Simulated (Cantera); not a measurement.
Cantera run, input and output.

```python
import numpy as np
import cantera as ct

gas = ct.Solution("gri30.yaml")
gas.TPX = 1150, 22000, {'H2': 1, 'O2': 0.455, 'N2': 1.71, 'NO': 0.0075, 'CO2': 0.022}
reactor = ct.IdealGasReactor(gas, energy="on", clone=False)
net = ct.ReactorNet([reactor])
net.rtol, net.atol = 1e-08, 1e-16
show = ['H2', 'O2', 'NO', 'N2O', 'N2', 'H2O2', 'O']
times = np.geomspace(2e-06, 2, 16)

steps = ct.SolutionArray(gas, extra=["t"])
rows = []
print(f"{'t/s':>10s}{'T/K':>9s}{'P/Pa':>11s}" + "".join(f"{s:>11s}" for s in show))
for t in times:
    while net.time < t:
        t_next = net.step()
        steps.append(gas.state, t=t_next)
    rows.append([np.interp(t, steps.t, y) for y in (steps.T, steps.P, *steps(*show).X.T)])
    print(f"{t:10.3e}{rows[-1][0]:9.1f}{rows[-1][1]:11.4g}" + "".join(f"{x:11.3e}" for x in rows[-1][2:]))
rate = np.gradient(steps.T, steps.t)
print("integrator steps:", len(steps.t))
if steps.T.max() > steps.T[0] + 200:
    print(f"time of steepest temperature rise: {steps.t[rate.argmax()]:.4e} s")
gas.TPX = 1150, 22000, {'H2': 1, 'O2': 0.455, 'N2': 1.71, 'NO': 0.0075, 'CO2': 0.022}
gas.equilibrate("UV")
print(f"equilibrium (UV): T = {gas.T:.1f} K  " + "  ".join(f"{s} {gas[s].X[0]:.3e}" for s in show))
```

It prints:

```
       t/s      T/K       P/Pa         H2         O2         NO        N2O         N2       H2O2          O
 2.000e-06   1150.0    2.2e+04  3.130e-01  1.424e-01  2.348e-03  2.202e-14  5.353e-01  1.329e-13  2.013e-11
 5.024e-06   1150.0    2.2e+04  3.130e-01  1.424e-01  2.348e-03  2.892e-13  5.353e-01  8.280e-13  9.416e-11
 1.262e-05   1150.0    2.2e+04  3.130e-01  1.424e-01  2.348e-03  3.025e-12  5.353e-01  5.095e-12  4.306e-10
 3.170e-05   1150.0    2.2e+04  3.130e-01  1.424e-01  2.348e-03  2.152e-11  5.353e-01  3.083e-11  2.800e-09
 7.962e-05   1150.0    2.2e+04  3.130e-01  1.424e-01  2.348e-03  1.948e-10  5.353e-01  2.678e-10  8.357e-08
 2.000e-04   1154.8  2.209e+04  3.087e-01  1.407e-01  2.347e-03  1.672e-07  5.354e-01  1.578e-07  2.786e-04
 5.024e-04   2392.7  4.261e+04  7.091e-02  2.060e-02  2.593e-03  3.991e-08  5.750e-01  1.276e-07  1.576e-02
 1.262e-03   2783.1  4.823e+04  6.484e-02  1.366e-02  4.088e-03  2.181e-07  5.902e-01  2.457e-07  8.797e-03
 3.170e-03   2783.6  4.822e+04  6.539e-02  1.293e-02  6.646e-03  2.449e-07  5.892e-01  2.415e-07  8.386e-03
 7.962e-03   2782.3  4.819e+04  6.564e-02  1.268e-02  7.613e-03  2.564e-07  5.887e-01  2.385e-07  8.258e-03
 2.000e-02   2782.2  4.819e+04  6.565e-02  1.267e-02  7.644e-03  2.568e-07  5.887e-01  2.384e-07  8.254e-03
 5.024e-02   2782.2  4.819e+04  6.565e-02  1.267e-02  7.644e-03  2.568e-07  5.887e-01  2.384e-07  8.254e-03
 1.262e-01   2782.2  4.819e+04  6.565e-02  1.267e-02  7.644e-03  2.568e-07  5.887e-01  2.384e-07  8.254e-03
 3.170e-01   2782.2  4.819e+04  6.565e-02  1.267e-02  7.644e-03  2.568e-07  5.887e-01  2.384e-07  8.254e-03
 7.962e-01   2782.2  4.819e+04  6.565e-02  1.267e-02  7.644e-03  2.568e-07  5.887e-01  2.384e-07  8.254e-03
 2.000e+00   2782.2  4.819e+04  6.565e-02  1.267e-02  7.644e-03  2.568e-07  5.887e-01  2.384e-07  8.254e-03
integrator steps: 1325
time of steepest temperature rise: 2.5603e-04 s
equilibrium (UV): T = 2782.2 K  H2 6.565e-02  O2 1.267e-02  NO 7.644e-03  N2O 2.568e-07  N2 5.887e-01  H2O2 2.384e-07  O 8.254e-03
```

Model: GRI-Mech 3.0 (53 species, 325 reactions), integrated in Cantera. The mechanism lacks 2 NO + O2 → 2 NO2 and HONO, so NO2 and the effect of NO are under-described below about 1400 K.
